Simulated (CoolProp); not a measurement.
Properties of ethylbenzene along the isobar 0.267 MPa (Tc = 617.1 K, pc = 3.622 MPa, ω = 0.304).

The numbers come from the reference Helmholtz-energy equation of state, Zhou 2012 in CoolProp.

```
T (K)   phase  density (kg/m³)  cp (kJ/(kg K))  isothermal compressibility (1/MPa)  fugacity coefficient
-----  ------  ---------------  --------------  ----------------------------------  --------------------
340.9  liquid            824.9           1.889                                   ?               0.03871
363.5  liquid            804.3           1.970                            0.001421               0.09152
386.1  liquid            783.2           2.053                            0.001722                0.1911
408.7  liquid            761.2           2.138                            0.002116                0.3601
431.3  liquid            738.2           2.225                            0.002647                0.6234
453.8     gas            8.192           1.875                                   ?                0.9237
476.4     gas            7.681           1.934                               4.040                0.9361
499       gas            7.246           1.994                               3.985                0.9459
521.6     gas            6.869           2.053                               3.944                0.9537
544.2     gas                ?           2.111                               3.913                0.9599
566.8     gas            6.239           2.168                               3.889                0.9651
589.3     gas            5.973           2.223                               3.869                0.9694
611.9     gas            5.730               ?                               3.853                0.9730
```

Task: Some entries are withheld; supply them.

Result: 
- 340.9, isothermal compressibility (1/MPa): 0.001187
- 453.8, isothermal compressibility (1/MPa): 4.117
- 544.2, density (kg/m³): 6.536
- 611.9, cp (kJ/(kg K)): 2.276
